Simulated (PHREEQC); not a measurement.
Solution (68 °C): 0.0036 mol/kgw FeSO4, 0.19 mol/kgw ZnCl2, 0.00011 mol/kgw HCl and 0.00066 mol/kgw Na2SO4. Closed to the air; pH follows from the charge balance.

Model: ion-association model, phreeqc.dat, run in PHREEQC.

Precipitation was switched off in this run.

**Question.** What pH, density does the model give?

**Answer.** pH 4.09; density 1.001 g/cm³.

**Question.** In which forms is Cl present?

**Answer.** Cl- 70 %, ZnCl+ 20 %, ZnCl2 5.0 %, ZnCl3- 3.1 %, ZnCl4-2 1.5 % of the Cl.

Complexes and solids missing from the database can't appear. Away from 25 °C the constants follow the database's enthalpies or fits; those with neither stay at their 25 °C values.
